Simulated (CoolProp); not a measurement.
Values from CoolProp's reference Helmholtz-energy equation of state, Tillner-Roth 1994.

Task: Give the vapour pressure (MPa), vapour density (kg/m³), surface tension (mN/m) of saturated R134a at 307.8, 328 K.

Result: 
| T (K) | p (MPa) | vapour density (kg/m³) | surface tension (mN/m) |
|---|---|---|---|
| 307.8 | 0.878 | 43.0 | 6.79 |
| 328 | 1.49 | 75.8 | 4.33 |

Surface tension comes from a separate correlation (Mulero 2012).
